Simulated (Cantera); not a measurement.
Cantera with NASA thermochemical tables; ideal gases at 1 bar, condensed phases pure. Values are per mole of reaction as written; species without (g) are pure solids or liquids, kept so even where they would boil at 1 bar.

6 HF(g) + N2(g) + 3 Ba = 3 BaF2 + 2 NH3(g), with ΔH° = -2082.2 kJ and ΔS° = -746.9 J/K at 300 K.

Problem. How far is the shortcut ΔG° ≈ ΔH°(300 K) − T·ΔS°(300 K) from the full temperature-dependent value at 1723, 1773, 1823, 1873, 1923, 1973, 2023, 2073, 2123, 2173, 2223 K?

Solution. 
| T (K) | shortcut (kJ) | full (kJ) | difference (kJ) | difference in log10 K | condensed phases |
|---|---|---|---|---|---|
| 1723 | -795.2 | -842.4 | 47.2 | -1.43 | Ba(l), BaF2(l) |
| 1773 | -757.8 | -811.3 | 53.5 | -1.58 | Ba(l), BaF2(l) |
| 1823 | -720.5 | -780.4 | 59.9 | -1.72 | Ba(l), BaF2(l) |
| 1873 | -683.1 | -749.5 | 66.4 | -1.85 | Ba(l), BaF2(l) |
| 1923 | -645.8 | -718.8 | 73.0 | -1.98 | Ba(l), BaF2(l) |
| 1973 | -608.4 | -688.2 | 79.8 | -2.11 | Ba(l), BaF2(l) |
| 2023 | -571.1 | -657.7 | 86.6 | -2.24 | Ba(l), BaF2(l) |
| 2073 | -533.7 | -627.3 | 93.6 | -2.36 | Ba(l), BaF2(l) |
| 2123 | -496.4 | -597.0 | 100.6 | -2.48 | Ba(l), BaF2(l) |
| 2173 | -459.1 | -566.9 | 107.8 | -2.59 | Ba(l), BaF2(l) |
| 2223 | -421.7 | -536.8 | 115.0 | -2.70 | Ba(l), BaF2(l) |
The shortcut ignores heat capacities and the phase changes listed.
